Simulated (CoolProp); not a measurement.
Vapour-liquid equilibrium of R125 (1) + dimethyl ether (2) at 0.45 MPa; x and y are mole fractions of (1).

The numbers come from the multi-fluid Helmholtz-energy mixture model, Lemmon 2005 and Wu 2011; pair parameters Bell 2016 in CoolProp.

```json
[
 {"x": "0.05", "bubble temperature (K)": "…", "y at the bubble point": "0.071", "dew temperature at overall composition x (K)": "288.5", "liquid density (mol/L)": "14.49"},
 {"x": "0.15", "bubble temperature (K)": "286.6", "y at the bubble point": "0.211", "dew temperature at overall composition x (K)": "287.3", "liquid density (mol/L)": "14.13"},
 {"x": "0.25", "bubble temperature (K)": "284.5", "y at the bubble point": "0.350", "dew temperature at overall composition x (K)": "286.0", "liquid density (mol/L)": "13.79"},
 {"x": "0.35", "bubble temperature (K)": "…", "y at the bubble point": "0.486", "dew temperature at overall composition x (K)": "284.5", "liquid density (mol/L)": "13.47"},
 {"x": "0.45", "bubble temperature (K)": "…", "y at the bubble point": "0.614", "dew temperature at overall composition x (K)": "282.8", "liquid density (mol/L)": "13.16"},
 {"x": "0.55", "bubble temperature (K)": "276.2", "y at the bubble point": "0.728", "dew temperature at overall composition x (K)": "280.9", "liquid density (mol/L)": "12.86"},
 {"x": "0.65", "bubble temperature (K)": "272.8", "y at the bubble point": "0.825", "dew temperature at overall composition x (K)": "278.5", "liquid density (mol/L)": "12.57"},
 {"x": "0.75", "bubble temperature (K)": "269.2", "y at the bubble point": "0.900", "dew temperature at overall composition x (K)": "275.5", "liquid density (mol/L)": "12.27"},
 {"x": "0.85", "bubble temperature (K)": "…", "y at the bubble point": "0.953", "dew temperature at overall composition x (K)": "271.7", "liquid density (mol/L)": "11.96"},
 {"x": "0.95", "bubble temperature (K)": "262.5", "y at the bubble point": "0.988", "dew temperature at overall composition x (K)": "266.0", "liquid density (mol/L)": "11.62"}
]
```

Problem. What belongs in the gaps?

Solution. 
- 0.05, bubble temperature (K): 288.3
- 0.35, bubble temperature (K): 282.2
- 0.45, bubble temperature (K): 279.4
- 0.85, bubble temperature (K): 265.7

No azeotrope shows between x = 0.05 and 0.95.

Pair parameters are fitted to limited data, so mixtures are less certain than the pure fluids.
